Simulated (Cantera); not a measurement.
Cantera run:

```python
import numpy as np
import cantera as ct

gas_names = """
    O2 AL2O CrO3 TaO2
""".split()
cond_names = """
    AL(cr) AL(L) Cr(cr) Cr(L) Ta(cr) Ta(L) Ta2O5(s) Ta2O5(L)
""".split()


# ... load() reads the species with a 1 bar reference pressure and builds the phases ...
species = {s.name: s for s in load("nasa_gas.yaml", gas_names) + load("nasa_condensed.yaml", cond_names)}
# Each term lists the table entries of one substance; the one whose range holds T is used.
reactions = {
    '4 Al + O2(g) = 2 Al2O(g)':
        [(-4, ['AL(cr)', 'AL(L)']), (-1, ['O2']), (2, ['AL2O'])],
    '0.6667 Cr + O2(g) = 0.6667 CrO3(g)':
        [(-0.6666666666666666, ['Cr(cr)', 'Cr(L)']), (-1, ['O2']), (0.6666666666666666, ['CrO3'])],
    'Ta + O2(g) = TaO2(g)':
        [(-1, ['Ta(cr)', 'Ta(L)']), (-1, ['O2']), (1, ['TaO2'])],
    '0.8 Ta + O2(g) = 0.4 Ta2O5':
        [(-0.8, ['Ta(cr)', 'Ta(L)']), (-1, ['O2']), (0.4, ['Ta2O5(s)', 'Ta2O5(L)'])],
}


def pick(names, T):
    return next(species[n] for n in names if species[n].thermo.min_temp <= T <= species[n].thermo.max_temp)


results = []
for label, terms in reactions.items():
    print(label)
    print("     T/K   dH/kJ  dS/(J/K)   dG/kJ   log10 K")
    for T in [1750, 1800, 1850, 1900, 1950, 2000]:
        used = [(nu, pick(names, T)) for nu, names in terms]
        dH = sum(nu * s.thermo.h(T) for nu, s in used) / 1e6
        dS = sum(nu * s.thermo.s(T) for nu, s in used) / 1e3
        dG = dH - T * dS / 1e3
        logK = -dG * 1e6 / (ct.gas_constant * T * np.log(10))
        results.append((label, T, dH, dS, dG, logK, [s.name for _, s in used]))
        print(f"{T:8g} {dH:8.1f} {dS:8.1f} {dG:8.1f} {logK:8.2f}")
```

It prints:

```
4 Al + O2(g) = 2 Al2O(g)
     T/K   dH/kJ  dS/(J/K)   dG/kJ   log10 K
    1750   -385.8     82.4   -530.0    15.82
    1800   -387.8     81.3   -534.1    15.50
    1850   -389.8     80.1   -538.1    15.19
    1900   -391.9     79.1   -542.1    14.90
    1950   -393.9     78.0   -546.0    14.63
    2000   -395.9     77.0   -549.9    14.36
0.6667 Cr + O2(g) = 0.6667 CrO3(g)
     T/K   dH/kJ  dS/(J/K)   dG/kJ   log10 K
    1750   -203.7    -52.0   -112.6     3.36
    1800   -204.4    -52.4   -110.0     3.19
    1850   -205.1    -52.8   -107.4     3.03
    1900   -205.9    -53.3   -104.7     2.88
    1950   -206.7    -53.7   -102.0     2.73
    2000   -207.6    -54.1    -99.3     2.59
Ta + O2(g) = TaO2(g)
     T/K   dH/kJ  dS/(J/K)   dG/kJ   log10 K
    1750   -212.2     19.9   -247.0     7.37
    1800   -212.7     19.6   -248.0     7.20
    1850   -213.2     19.3   -249.0     7.03
    1900   -213.8     19.0   -249.9     6.87
    1950   -214.3     18.8   -250.9     6.72
    2000   -214.9     18.5   -251.8     6.58
0.8 Ta + O2(g) = 0.4 Ta2O5
     T/K   dH/kJ  dS/(J/K)   dG/kJ   log10 K
    1750   -797.5   -158.5   -520.0    15.52
    1800   -796.6   -158.0   -512.1    14.86
    1850   -795.8   -157.6   -504.2    14.24
    1900   -794.9   -157.1   -496.4    13.65
    1950   -794.1   -156.7   -488.5    13.09
    2000   -793.3   -156.3   -480.7    12.55
```

Cantera with NASA thermochemical tables; ideal gases at 1 bar, condensed phases pure. Condensed species are held in their standard states even where they would react or evaporate.
